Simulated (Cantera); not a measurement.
A closed system holds: 1 mol CO2, 0.35 mol H2O, equilibrated at 2.50 mbar.

Method: chemical equilibrium by Gibbs-energy minimisation in Cantera with the NASA 1993 tables (ideal gas, pure condensed phases). Candidate condensed phases: C, C6H6, C7H8, C8H18, H2O; 110 gas species. Equilibrium is a limit: real reactors are often held back by kinetics, nucleation or transport.

Q: At 3123 K, list the 4 most abundant gas species with their mole fractions, and the condensed phases.

A: O 0.414, CO 0.333, H 0.223, O2 0.0149. Condensed: gas only.
